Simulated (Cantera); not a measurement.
Cantera run:

```python
import numpy as np
import cantera as ct

gas_names = """
    CL CL2 H HCL H2 Li LiCL LiH Li2 Li2CL2 Li3CL3
""".split()
cond_names = """
    Li(cr) Li(L) LiCL(s) LiCL(L) LiH(s) LiH(L)
""".split()


def load(file, names, dense=False):
    # The tables refer to 1 bar. Condensed volumes are neglected.
    table = {s.name: s for s in ct.Species.list_from_file(file)}
    out = []
    for n in names:
        d = dict(table[n].input_data)
        d["thermo"] = dict(d["thermo"], **{"reference-pressure": 1e5})
        if dense:
            d["equation-of-state"] = {"model": "constant-volume", "density": "1e6 g/cm^3"}
        out.append(ct.Species.from_dict(d))
    return out


gas = ct.Solution(thermo="ideal-gas", species=load("nasa_gas.yaml", gas_names))
cond = {s.name: ct.Solution(thermo="fixed-stoichiometry", species=[s], name=s.name)
        for s in load("nasa_condensed.yaml", cond_names, dense=True)}
atoms = {
    'LiCl': {'Li': 1, 'CL': 1},
    'H2': {'H': 2},
}
top_T = {}  # K; cautious upper limits of use, not melting points


def equilibrate(T, P, feed):
    n = {}
    for name, mol in feed.items():
        for a, k in atoms[name].items():
            n[a] = n.get(a, 0.0) + k * mol
    gas.TPX = T, P, n
    mass = sum(n.values()) * gas.mean_molecular_weight
    gas.equilibrate("TP")
    valid = [c for c in cond.values() if c.min_temp <= T <= top_T.get(c.name, c.max_temp)]
    mix = ct.Mixture([(gas, mass / gas.mean_molecular_weight)] + [(c, 0.0) for c in valid])
    mix.T, mix.P = T, P
    mix.equilibrate("TP", solver="vcs", rtol=1e-11, max_steps=5000)
    return mix


results = []
feed = {'LiCl': 1, 'H2': 10}  # mol
P = 78000  # Pa
for T in [748, 798, 848, 898, 948, 998, 1048, 1098, 1148, 1198, 1248]:
    mix = equilibrate(T, P, feed)
    results.append((T, P, feed, dict(zip(mix.species_names, mix.species_moles))))
    x = sorted(zip(gas.X, gas.species_names), reverse=True)
    print(f"T = {T:g} K  P = {P:g} Pa  gas = {mix.phase_moles(0):.4g} mol")
    print("   x: " + "  ".join(f"{s} {v:.3e}" for v, s in x if v > 0.0001))
    print("   condensed (mol): " + ("  ".join(f"{mix.phase(i).name} {mix.phase_moles(i):.4g}"
          for i in range(1, mix.n_phases) if mix.phase_moles(i) > 1e-12) or "none"))
```

It prints:

```
T = 748 K  P = 78000 Pa  gas = 10 mol
   x: H2 1.000e+00
   condensed (mol): LiCL(s) 1
T = 798 K  P = 78000 Pa  gas = 10 mol
   x: H2 1.000e+00
   condensed (mol): LiCL(s) 1
T = 848 K  P = 78000 Pa  gas = 10 mol
   x: H2 1.000e+00
   condensed (mol): LiCL(s) 0.9997
T = 898 K  P = 78000 Pa  gas = 10 mol
   x: H2 9.999e-01
   condensed (mol): LiCL(L) 0.9988
T = 948 K  P = 78000 Pa  gas = 10 mol
   x: H2 9.998e-01  Li2CL2 1.386e-04
   condensed (mol): LiCL(L) 0.9961
T = 998 K  P = 78000 Pa  gas = 10.01 mol
   x: H2 9.994e-01  Li2CL2 3.728e-04  LiCL 2.550e-04
   condensed (mol): LiCL(L) 0.9894
T = 1048 K  P = 78000 Pa  gas = 10.02 mol
   x: H2 9.984e-01  Li2CL2 9.008e-04  LiCL 7.082e-04
   condensed (mol): LiCL(L) 0.9736
T = 1098 K  P = 78000 Pa  gas = 10.04 mol
   x: H2 9.962e-01  Li2CL2 1.985e-03  LiCL 1.780e-03
   condensed (mol): LiCL(L) 0.94
T = 1148 K  P = 78000 Pa  gas = 10.08 mol
   x: H2 9.917e-01  LiCL 4.103e-03  Li2CL2 4.041e-03  Li3CL3 1.352e-04
   condensed (mol): LiCL(L) 0.873
T = 1198 K  P = 78000 Pa  gas = 10.17 mol
   x: H2 9.833e-01  LiCL 8.774e-03  Li2CL2 7.679e-03  Li3CL3 2.247e-04
   condensed (mol): LiCL(L) 0.7477
T = 1248 K  P = 78000 Pa  gas = 10.33 mol
   x: H2 9.683e-01  LiCL 1.757e-02  Li2CL2 1.375e-02  Li3CL3 3.544e-04
   condensed (mol): LiCL(L) 0.5236
```

These are equilibrium values from Cantera (NASA tables, ideal gas, pure condensed phases), not measurements of a reactor.
